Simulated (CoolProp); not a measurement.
Vapour pressure (MPa) of isohexane: the reference equation beside estimates from Tc = 497.7 K, pc = 3.043 MPa, ω = 0.280.

The numbers come from the reference Helmholtz-energy equation of state, Lemmon 2006 in CoolProp. It is a short technical equation, of lower accuracy than the large ones.

| T (K) | reference | Lee-Kesler | van der Waals |
|---|---|---|---|
| 385.5 | 0.4137 | 0.4167 | ? |
| 389 | ? | 0.4513 | 1.046 |
| 392.6 | 0.4852 | 0.4890 | 1.093 |
| 396.1 | ? | 0.5278 | 1.139 |
| 399.7 | 0.5656 | ? | 1.187 |
| 403.2 | 0.6087 | 0.6135 | 1.236 |
| 406.8 | ? | 0.6606 | 1.287 |
| 410.3 | 0.7037 | 0.7090 | 1.338 |
| 413.9 | 0.7559 | 0.7615 | 1.392 |
| 417.5 | 0.8109 | ? | 1.447 |
| 421 | ? | 0.8732 | 1.502 |
| 424.6 | 0.9281 | 0.9343 | 1.560 |
| 428.1 | 0.9903 | 0.9967 | 1.618 |
| 431.7 | 1.057 | 1.064 | 1.678 |
| 435.2 | 1.126 | 1.133 | 1.738 |

Question: What belongs in the gaps?

Answer: 
- 385.5, van der Waals: 1.003
- 389, reference: 0.4479
- 396.1, reference: 0.5237
- 399.7, Lee-Kesler: 0.5700
- 406.8, reference: 0.6556
- 417.5, Lee-Kesler: 0.8167
- 421, reference: 0.8672

Absolute difference from the reference over all 15 rows, mean and median: Lee-Kesler 0.7 and 0.7 %, van der Waals 93.2 and 90.1 %.
